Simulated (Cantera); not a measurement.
Input: 1 mol PbO, 840 mol H₂, 4.2 mol N₂, equilibrated at 1173.15 K and 7.50 Torr.

Method: chemical equilibrium by Gibbs-energy minimisation in Cantera with the NASA 1993 tables (ideal gas, pure condensed phases). Candidate condensed phases: H₂O, Pb, PbO, PbO₂, Pb₃O₄; 27 gas species. Rates play no part.

Base state: H₂ 0.993, N₂ 0.00497, H₂O 0.00118, Pb 0.00118 (mole fractions); condensed: gas only.

Problem. What changes in the equilibrium state with this change: temperature from 1173.15 K to 2123.15 K?

Solution. 
| species | before | after |
|---|---|---|
| H₂ | 0.993 | 0.958 |
| H | 1.18e-6 | 0.0351 |
| N₂ | 0.00497 | 0.00488 |
| Pb | 0.00118 | 0.00116 |
| H₂O | 0.00118 | 0.00116 |
